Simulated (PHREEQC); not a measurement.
Solution (20 °C): 0.0021 mol/kgw HF, 0.00013 mol/kgw NH4HF2, 0.00345 mol/kgw (NH4)2SiF6 and 0.0072 mol/kgw HCl. Closed to the air; pH follows from the charge balance.

Computed with PHREEQC (ion-association model, phreeqc.dat).

Precipitation was switched off in this run.

**Question.** Order these F species by the share of F that they hold, largest first: HF, SiF6-2, F-.

**Answer.** SiF6-2 (84 %), HF (14 %), F- (1.8 %)

The pH is 2.20 and the ionic strength 0.0174 mol/kgw. Saturation is exceeded, for instance for Quartz (slow to form); the values hold only as long as no solid forms. SiF6-2 is the database's only silicon fluoride.
